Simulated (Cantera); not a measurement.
Standard-state values (1 bar) from the NASA 1993 polynomials, evaluated with Cantera. Values are per mole of reaction as written; species without (g) are pure solids or liquids, kept so even where they would boil at 1 bar.

Q: Between 300 and 525 K, where is each reaction favourable under standard conditions?
- 2 H2S(g) + Ni = NiS2 + 4 H(g)
- H2(g) + Ni3S4 = H2S(g) + 3 NiS
- H2(g) + NiS2 = NiS + H2S(g)

A: 
- 2 H2S(g) + Ni = NiS2 + 4 H(g): ΔG° is 755 kJ at 300 K and 731 kJ at 525 K; it stays positive (K < 1). ΔH° is 794 kJ and ΔS° 121 J/K at 525 K.
- H2(g) + Ni3S4 = H2S(g) + 3 NiS: ΔG° is 3 kJ at 300 K and -7 kJ at 525 K; it changes sign between 350 and 375 K. ΔH° is 12 kJ and ΔS° 35 J/K at 525 K.
- H2(g) + NiS2 = NiS + H2S(g): ΔG° is 6 kJ at 300 K and -5 kJ at 525 K; it changes sign between 400 and 425 K. ΔH° is 19 kJ and ΔS° 47 J/K at 525 K.
